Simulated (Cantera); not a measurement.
An isothermal, constant-pressure homogeneous reactor starts with 35.7 % CH4, 64.3 % CO2, at 1325 K and 380000 Pa.

Model: GRI-Mech 3.0 (53 species, 325 reactions), integrated in Cantera.

Question: Predict: x(CH4) at 40.0 s; x(CO2) at 40.0 s; x(CH2CO) at 40.0 s; x(H2O) at 40.0 s.

Answer: 
| Quantity | Value |
|---|---|
| x(CH4) at 40.0 s | 0.117 (gas-phase equilibrium 0.000131) |
| x(CO2) at 40.0 s | 0.326 (gas-phase equilibrium 0.0760) |
| x(CH2CO) at 40.0 s | 1.91e-5 (gas-phase equilibrium 7.86e-10) |
| x(H2O) at 40.0 s | 0.181 (gas-phase equilibrium 0.0909) |
